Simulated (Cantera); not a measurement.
Charge: 1 mol PbO, 1.6 mol N2, equilibrated at 1102 °C and 100 Torr.

These are equilibrium values from Cantera (NASA tables, ideal gas, pure condensed phases), not measurements of a reactor. Candidate condensed phases: Pb, PbO, PbO2, Pb3O4; 12 gas species. Gases not in the tables: (PbO)n polymers. Rates play no part.

Base state: N2 0.985, PbO 0.0115, Pb 0.00199, O2 0.000972, NO 4.78e-5 (mole fractions); condensed: PbO(l).

Question: What changes in the equilibrium state with this change: temperature from 1102 °C to 802 °C?

Answer: 
```tsv
species	before	after
N2	0.985	1.000
PbO	0.0115	2.31e-5
Pb	0.00199	4.12e-6
O2	0.000972	1.94e-6
NO	4.78e-5	2.31e-7
PbO(l), mol	0.978	0
PbO(yellow), mol	0	1.000
```

Question: What changes in the equilibrium state with this change: PbO replaced by Hg?

Answer: 
```csv
species,before,after
N2,0.985,0.615
Hg,0,0.385
PbO,0.0115,0
Pb,0.00199,0
O2,0.000972,0
NO,4.78e-5,0
"PbO(l), mol",0.978,0
```
Further candidate phases: Hg.
